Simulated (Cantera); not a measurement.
Charge: 1 mol SO2, 0.084 mol H2O, 4.5 mol O2, at 2.70 bar.

Equilibrium computed with Cantera from the NASA thermochemical tables; the gas is ideal and each condensed phase is pure. Candidate condensed phases: H2O, H2SO4, S; 34 gas species. Ions and electrons are included (thermal ionisation). The numbers say what is thermodynamically allowed, not how fast it happens.

Task: At 3000 K, list the 5 most abundant gas species with their mole fractions, and the condensed phases.

Result: O2 0.746, SO2 0.165, O 0.0595, OH 0.0144, SO 0.00725. Condensed: gas only.
